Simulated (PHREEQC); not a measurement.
A solution holds 0.29 mol Cd(NO3)2 per kg of water, at 30 °C. Closed to the air; pH follows from the charge balance.

All values are PHREEQC results (ion-association model, phreeqc.dat), not measurements.

Question: The ionic strength comes out as 0.745 mol/kgw. What activity coefficients do NO3-, CdOH+, H+, Cd2OH+3, CdNO3+ get?

Answer: NO3- 0.58, CdOH+ 0.75, H+ 0.75, Cd2OH+3 0.077, CdNO3+ 0.75.

This is a speciation only: nothing precipitates in the calculation. The ionic strength is past about 0.7 mol/kgw, beyond the range of this activity model, so the values are rough. Complexes and solids missing from the database can't appear.
